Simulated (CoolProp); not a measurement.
A single-stage vapour-compression cycle with R13: evaporating at 227.15 K (dew point), condensing at 294.15 K (bubble point), superheat 10 K, subcooling 5 K, compressor efficiency 0.85, no pressure losses. Each further row changes one setting.

The numbers come from the reference Helmholtz-energy equation of state, Platzer 1990 in CoolProp. This equation is an older, rougher fit; its heat capacities, sound speeds and derivatives of the liquid may be far off and weren't checked against measurements.

```csv
case,cooling COP,pressure ratio,discharge temperature (K),refrigerating effect (kJ/kg),volumetric capacity (kJ/m³)
as stated,1.62,6.69,329.5,65.7,1890
evaporating temperature 232.15 K,1.86,5.59,327.1,67.5,2310
condensing temperature 289.15 K,1.91,5.97,323.1,72.6,2090
subcooling 10 K,[?],6.69,329.5,73.3,[?]
superheat 20 K,1.67,6.69,339.6,72.1,1950
compressor efficiency 0.75,1.43,6.69,[?],65.7,1890
```

Task: Fill in the missing entries.

Result: 
- subcooling 10 K, cooling COP: 1.81
- subcooling 10 K, volumetric capacity (kJ/m³): 2100
- compressor efficiency 0.75, discharge temperature (K): 335.5
